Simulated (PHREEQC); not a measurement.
Make-up at 75 °C: 0.0013 mol HNO3, 0.02 mol CaCl2 and 0.00075 mol KCl per kg of water. Closed to the air; pH follows from the charge balance.

The numbers come from PHREEQC with the ion-association model, phreeqc.dat.

```json
[
 {"quantity": "pH", "before": "2.97", "after": "5.45"},
 {"quantity": "ionic strength (mol/kgw)", "before": "0.0621", "after": "0.0640"},
 {"quantity": "SI of Sylvite (KCl)", "before": "-5.84", "after": "-5.85"}
]
```

Which change was made?
A) HNO3 replaced by Zn(NO3)2 at the same molality
B) 0.038 mol/kgw K3PO4 added
C) diluted 10-fold with water
D) diluted 2-fold with water
E) diluted 5-fold with water

A, HNO3 replaced by Zn(NO3)2 at the same molality

Precipitation was switched off in this run. Constants without temperature data keep their 25 °C values here.
